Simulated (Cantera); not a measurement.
A perfectly stirred reactor is fed with H2 : O2 : N2 = 1 : 1.06 : 4 (molar parts), equivalence ratio 0.47, at 0.355 atm; it is adiabatic with a 473 K inlet, and is followed from long to short residence time, starting on the burning branch (τ in s: 0.078, 0.033, 0.014, 0.0061, 0.0026, 0.0011, 0.00048, 0.0002, 8.7e-05, 3.7e-05, 1.6e-05).

Cantera simulation using the H2/O2 subset of GRI-Mech 3.0, which has no nitrogen chemistry; the numbers are that mechanism's predictions, not measurements.

One state of this run: T (K) = 1678; x H2 = 0.00177; x O2 = 0.0993; x H2O2 = 2.70e-7; x H2O = 0.175; x OH = 0.00455. x: mole fraction; the columns are a selection and need not sum to one.

Problem. Which value of τ (s) does it belong to?
A) 3.7e-5
B) 1.6e-5
C) 0.014
D) 0.00048

Solution. C, 0.014
